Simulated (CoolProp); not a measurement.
Properties of CH2F2 (R32) along the isotherm 359.3 K.

The numbers come from the reference Helmholtz-energy equation of state, Tillner-Roth 1997 in CoolProp.

```tsv
p (MPa)	phase	isothermal compressibility (1/MPa)	Prandtl number
0.222	gas	4.568	0.798
0.445	gas	2.313	0.804
0.667	gas	1.567	0.810
0.89	gas	1.193	0.817
1.11	gas	0.9726	0.825
1.33	gas	0.8259	0.834
1.56	gas	0.7177	0.844
1.78	gas	0.6412	0.856
2	gas	0.5824	0.868
2.22	gas	0.5360	0.881
2.45	gas	0.4974	0.897
2.67	gas	0.4677	0.914
2.89	gas	0.4434	0.932
```

Viscosity comes from a separate model (Bell 2016), an estimate that may be off by 10 % or more. Thermal conductivity comes from a separate model (Huber 2003), an estimate that may be off by 10 % or more.
